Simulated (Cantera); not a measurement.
# Ignition delay

Mixture: C₃H₈ : O₂ : N₂ : H₂O = 1 : 5.62 : 21.1 : 2.2 (molar parts), equivalence ratio 0.89, at 26300 Torr, adiabatic and at constant volume. Ignition delay is the time to a rise of 400 K.

Model: GRI-Mech 3.0 (53 species, 325 reactions), integrated in Cantera. GRI-Mech 3.0 was tuned for natural gas; its chemistry of propane as a main component is partial and can be far from experiment. The pressure lies above the range GRI-Mech 3.0 was tuned for (to about 10 atm).

```
T0 (K)  delay (ms)
------  ----------
1275         0.172
1325        0.0827
1375        0.0414
1425        0.0217
1475        0.0120
1525       0.00698
```

apparent activation energy between 1425 and 1525 K: 210 kJ/mol
